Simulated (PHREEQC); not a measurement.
Make-up at 25 °C: 0.64 mol/kgw NaCl, 0.017 mol/kgw H3BO3 and 0.00013 mol/kgw H4SiO4. Closed to the air; pH follows from the charge balance.

Equilibrium calculation in PHREEQC: Pitzer model, pitzer.dat.

Q: The ionic strength comes out as 0.640 mol/kgw. What activity coefficients do Cl-, B(OH)4-, H+, Na+ get?

A: Cl- 0.63, B(OH)4- 0.46, H+ 0.86, Na+ 0.71. Single-ion values are on the MacInnes scale.

No solid was allowed to form. Species that the database lacks are ignored.
